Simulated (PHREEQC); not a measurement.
Silver or lead bath

Consider water at 67 °C with 0.00057 mol/kgw PbCl2, 8e-05 mol/kgw KBr and 0.0002 mol/kgw Na2SO4. Closed to the air; pH follows from the charge balance.

All values are PHREEQC results (ion-association model, phreeqc.dat), not measurements.

No solid was allowed to form.

Question: Estimate the pH, specific conductance.

Answer: pH 5.56; specific conductance 426 µS/cm.

Question: In which forms is Pb present?

Answer: Pb+2 86 %, PbCl+ 7.5 %, PbSO4 5.3 %, PbBr+ 0.6 %, PbOH+ 0.5 % of the Pb.

Examples of supersaturated solids here: Pb(OH)2, Anglesite. Others may be too. Away from 25 °C the constants follow the database's enthalpies or fits; those with neither stay at their 25 °C values.
